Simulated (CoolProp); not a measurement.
Aqueous potassium acetate as a coolant, 19 % by mass, freezing at -10.4 °C, 1 atm.

Values from CoolProp's Melinder's fits for secondary coolants.

| T (°C) | Prandtl number | density (kg/m³) | conductivity (W/(m K)) | viscosity (mPa s) |
|---|---|---|---|---|
| -8.1 | 27.3 | (withheld) | 0.494 | 3.86 |
| -1.1 | 20.7 | 1103 | 0.505 | 2.97 |
| 5.9 | 16.2 | 1101 | 0.515 | 2.37 |
| 12.9 | (withheld) | 1098 | 0.525 | 1.94 |
| 19.9 | 10.7 | 1096 | (withheld) | 1.62 |
| 26.9 | (withheld) | 1093 | 0.544 | 1.38 |
| 33.9 | 7.71 | (withheld) | 0.554 | 1.20 |

Complete the blanks.


- -8.1, density (kg/m³): 1104
- 12.9, Prandtl number: 13.0
- 19.9, conductivity (W/(m K)): 0.535
- 26.9, Prandtl number: 9.03
- 33.9, density (kg/m³): 1091
